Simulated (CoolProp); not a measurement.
Vapour-liquid equilibrium of R1234yf (1) + R227EA (2) at 210.6 K; x and y are mole fractions of (1).

The numbers come from the multi-fluid Helmholtz-energy mixture model, Lemmon 2022 and Lemmon 2016; pair parameters Bell 2016 in CoolProp.

```json
[
 {"x": "0.05", "bubble pressure (kPa)": "…", "y at the bubble point": "…", "dew pressure at overall composition x (kPa)": "…", "liquid density (mol/L)": "…"},
 {"x": "0.2", "bubble pressure (kPa)": "10.11", "y at the bubble point": "…", "dew pressure at overall composition x (kPa)": "…", "liquid density (mol/L)": "10.29"},
 {"x": "0.35", "bubble pressure (kPa)": "11.61", "y at the bubble point": "0.547", "dew pressure at overall composition x (kPa)": "10.01", "liquid density (mol/L)": "10.56"},
 {"x": "0.5", "bubble pressure (kPa)": "13.09", "y at the bubble point": "0.689", "dew pressure at overall composition x (kPa)": "11.19", "liquid density (mol/L)": "10.83"},
 {"x": "0.65", "bubble pressure (kPa)": "14.56", "y at the bubble point": "…", "dew pressure at overall composition x (kPa)": "12.65", "liquid density (mol/L)": "11.12"},
 {"x": "0.8", "bubble pressure (kPa)": "…", "y at the bubble point": "0.897", "dew pressure at overall composition x (kPa)": "14.52", "liquid density (mol/L)": "11.43"},
 {"x": "0.95", "bubble pressure (kPa)": "17.52", "y at the bubble point": "0.976", "dew pressure at overall composition x (kPa)": "16.99", "liquid density (mol/L)": "11.74"}
]
```

**Question.** What belongs in the gaps?

**Answer.** 
- 0.05, bubble pressure (kPa): 8.537
- 0.05, y at the bubble point: 0.110
- 0.05, dew pressure at overall composition x (kPa): 8.232
- 0.05, liquid density (mol/L): 10.04
- 0.2, y at the bubble point: 0.364
- 0.2, dew pressure at overall composition x (kPa): 9.038
- 0.65, y at the bubble point: 0.803
- 0.8, bubble pressure (kPa): 16.04

No azeotrope shows between x = 0.05 and 0.95.

Pair parameters are fitted to limited data, so mixtures are less certain than the pure fluids.
